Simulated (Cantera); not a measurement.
Input: 1 mol Si, 4.9 mol SF6, 0.47 mol H2, 3.6 mol HF, held at 802 °C and 750 Torr.

Equilibrium computed with Cantera from the NASA thermochemical tables; the gas is ideal and each condensed phase is pure. Candidate condensed phases: S, Si; 39 gas species. The tables' values for SF3, SF5 are old estimates; treat these amounts as uncertain. Rates play no part.

Base state: HF 0.435, SF4 0.235, SF6 0.233, SiF4 0.0958, SF3 0.000706, SF2 0.000120, SF5 7.21e-5 (mole fractions); condensed: gas only.

What changes in the equilibrium state with this change: H2 from 0.47 to 2.8 mol?


```tsv
species	before	after
HF	0.435	0.610
SF4	0.235	0.300
SiF4	0.0958	0.0663
SF6	0.233	0.0157
S2F2 (SSF2)	1.29e-7	0.00142
SF2	0.000120	0.00288
SF3	0.000706	0.00391
```
The tables' values for SF3, S2F2 (SSF2), SF5 are old estimates; treat these amounts as uncertain.

What changes in the equilibrium state with this change: pressure from 750 Torr to 0.0353 Torr?


```json
[
 {"species": "HF", "before": "0.435", "after": "0.430"},
 {"species": "SF4", "before": "0.235", "after": "0.238"},
 {"species": "SF6", "before": "0.233", "after": "0.225"},
 {"species": "F", "before": "5.11e-7", "after": "0.0106"},
 {"species": "SiF4", "before": "0.0958", "after": "0.0948"},
 {"species": "SF2", "before": "0.000120", "after": "0.000127"},
 {"species": "SF3", "before": "0.000706", "after": "0.000730"},
 {"species": "SF5", "before": "7.21e-5", "after": "7.13e-5"}
]
```
